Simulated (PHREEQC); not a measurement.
3.8 g of hydrous ferric oxide (600 m²/g; 0.2 weak and 0.005 strong sites per Fe, Dzombak-Morel constants, diffuse double layer) in 1 kg of water with 0.3 mol/kgw of an inert sodium salt and 0.00026 mol Na2SO4 and 2.4e-05 mol SrCl2, at 25 °C; the pH is set by adding NaOH or the inert anion's acid. O2 is buffered at 0.21 atm. No CO2 enters from the air. Precipitation was switched off in this run.

The series has 17 steps of pH, from 4 to 10.

Computed with PHREEQC (ion-association model, wateq4f.dat).

**Question.** Near which pH is half of the S sorbed, and on which side is more sorbed?

**Answer.** Near pH 6.5, with more sorbed at lower pH.

**Question.** Near which pH is half of the Sr sorbed, and on which side is more sorbed?

**Answer.** Near pH 7.7, with more sorbed at higher pH.
